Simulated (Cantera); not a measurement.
Source: NASA polynomial tables (part measured, part estimated), evaluated in Cantera. Values are per mole of reaction as written; species without (g) are pure solids or liquids, kept so even where they would boil at 1 bar.

PbO + N₂O(g) ⇌ 2 NO(g) + Pb(g)

```tsv
T (K)	ΔH° (kJ)	ΔS° (J/K)	ΔG° (kJ)	log10 K	condensed phases
950	503.4	290.9	227.0	-12.48	PbO(yellow)
1000	(withheld)	(withheld)	(withheld)	(withheld)	PbO(yellow)
1050	(withheld)	(withheld)	(withheld)	(withheld)	PbO(yellow)
1100	499.7	287.3	183.6	-8.72	PbO(yellow)
1150	(withheld)	(withheld)	(withheld)	(withheld)	PbO(yellow)
1200	471.3	262.8	155.9	-6.79	PbO(l)
1250	469.7	261.5	142.8	-5.97	PbO(l)
1300	468.1	260.3	129.8	-5.21	PbO(l)
1350	(withheld)	(withheld)	(withheld)	(withheld)	PbO(l)
1400	465.0	258.0	103.8	-3.87	PbO(l)
```

### Question
Fill in the missing entries.

### Answer

- 1000, ΔH° (kJ): 502.2
- 1000, ΔS° (J/K): 289.7
- 1000, ΔG° (kJ): 212.5
- 1000, log10 K: -11.10
- 1050, ΔH° (kJ): 500.9
- 1050, ΔS° (J/K): 288.5
- 1050, ΔG° (kJ): 198.0
- 1050, log10 K: -9.85
- 1150, ΔH° (kJ): 498.4
- 1150, ΔS° (J/K): 286.2
- 1150, ΔG° (kJ): 169.3
- 1150, log10 K: -7.69
- 1350, ΔH° (kJ): 466.6
- 1350, ΔS° (J/K): 259.1
- 1350, ΔG° (kJ): 116.8
- 1350, log10 K: -4.52
